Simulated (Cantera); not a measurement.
Equilibrium for aluminium and copper etching: Cu + F2 + N2 + HF

Charge: 1 mol Cu, 0.78 mol F2, 9.4 mol N2, 7.9 mol HF, held at 220 Pa.

Cantera equilibrium calculation (NASA polynomials, part measured and part estimated; ideal gas, pure solids and liquids). Candidate condensed phases: Cu, CuF2; 25 gas species. Mutual solubility and eutectic melting of coexisting phases are not modelled. Equilibrium is a limit: real reactors are often held back by kinetics, nucleation or transport.

```tsv
T (°C)	log p N2	log p HF	log p CuF2	log p CuF	log p F	n Cu(s)	n CuF2(s)
550	-2.92	-3.00	-7.80	-7.65	<-14	0.220	0.780
600	-2.92	-3.00	-6.86	-6.75	-13.78	0.219	0.778
650	-2.92	-3.00	-6.03	-5.95	-12.66	0.216	0.768
700	-2.92	-3.00	-5.29	-5.24	-11.66	0.197	0.717
750	-2.93	-3.01	-4.62	-4.60	-10.75	0.119	0.488
800	-2.95	-3.02	-4.17	-4.28	-9.82	0	0
850	-2.95	-3.02	-4.17	-4.28	-9.09	0	0
900	-2.95	-3.02	-4.17	-4.28	-8.43	0	0
950	-2.95	-3.02	-4.17	-4.28	-7.81	0	0
```
log p: log10 of the partial pressure in bar; n: condensed amount in mol.

From 550 °C to 750 °C the condensed part is Cu(s) + CuF2(s). From 800 °C to 950 °C nothing is condensed. The main Cu-bearing gas is CuF at 550 °C and CuF2 at 950 °C.
